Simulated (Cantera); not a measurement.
Input: 1 mol CH3SiCl3, 0.72 mol HCl, 5.9 mol H2, equilibrated at 0.140 bar.

Points: T (K) = 948, 998, 1048, 1098, 1148, 1198, 1248.

Cantera's Mixture.equilibrate('TP', solver="vcs", rtol=1e-11, max_steps=5000) on the NASA tables stopped like this:

```
T = 948 K  P = 14000 Pa  gas = 8.731 mol
   x: H2 8.125e-01  HCL 8.559e-02  SiCL4 8.240e-02  CH4 1.586e-02  SiHCL3 3.523e-03
   condensed (mol): C(gr) 0.6126  SiC(b) 0.2489
T = 998 K  P = 14000 Pa  gas = 8.86 mol
   x: H2 7.991e-01  HCL 1.150e-01  SiCL4 7.341e-02  CH4 8.722e-03  SiHCL3 3.536e-03
   condensed (mol): C(gr) 0.6063  SiC(b) 0.3164
T = 1048 K  P = 14000 Pa  gas = 8.97 mol
   x: H2 7.794e-01  HCL 1.480e-01  SiCL4 6.382e-02  CH4 4.965e-03  SiHCL3 3.437e-03
   condensed (mol): C(gr) 0.5622  SiC(b) 0.3933
ERROR: FAILURE its = 5001!

*******************************************************************************
CanteraError thrown by MultiPhase::equilibrate:
VCS solver failed. Return code: -1
*******************************************************************************
```

### Question
What got this run through?

### Answer
One answer among several that fit: The failure is numerical, not chemical. The same input converged with solver="gibbs", rtol=1e-10, max_steps=50000, and the result passed a check of the equilibrium conditions:
```
T = 948 K  P = 14000 Pa  gas = 8.731 mol
   x: H2 8.125e-01  HCL 8.559e-02  SiCL4 8.240e-02  CH4 1.586e-02  SiHCL3 3.523e-03
   condensed (mol): C(gr) 0.6126  SiC(b) 0.2489
T = 998 K  P = 14000 Pa  gas = 8.86 mol
   x: H2 7.991e-01  HCL 1.150e-01  SiCL4 7.341e-02  CH4 8.722e-03  SiHCL3 3.536e-03
   condensed (mol): C(gr) 0.6063  SiC(b) 0.3164
T = 1048 K  P = 14000 Pa  gas = 8.97 mol
   x: H2 7.794e-01  HCL 1.480e-01  SiCL4 6.382e-02  CH4 4.965e-03  SiHCL3 3.437e-03
   condensed (mol): C(gr) 0.5622  SiC(b) 0.3933
T = 1098 K  P = 14000 Pa  gas = 9.073 mol
   x: H2 7.561e-01  HCL 1.833e-01  SiCL4 5.379e-02  SiHCL3 3.228e-03  CH4 2.925e-03
   condensed (mol): C(gr) 0.4966  SiC(b) 0.4768
T = 1148 K  P = 14000 Pa  gas = 9.172 mol
   x: H2 7.314e-01  HCL 2.192e-01  SiCL4 4.368e-02  SiHCL3 2.923e-03  CH4 1.782e-03
   condensed (mol): C(gr) 0.4205  SiC(b) 0.5631
T = 1198 K  P = 14000 Pa  gas = 9.266 mol
   x: H2 7.071e-01  HCL 2.538e-01  SiCL4 3.395e-02  SiHCL3 2.545e-03  SiCL3 1.171e-03  CH4 1.123e-03
   condensed (mol): C(gr) 0.3422  SiC(b) 0.6474
T = 1248 K  P = 14000 Pa  gas = 9.351 mol
   x: H2 6.848e-01  HCL 2.850e-01  SiCL4 2.512e-02  SiHCL3 2.126e-03  SiCL3 1.522e-03
   condensed (mol): C(gr) 0.2686  SiC(b) 0.7245
```

The gas is ideal and each condensed phase is pure. The feed counts by its element totals alone. The tables' values for SiCl3 are old estimates; treat these amounts as uncertain.
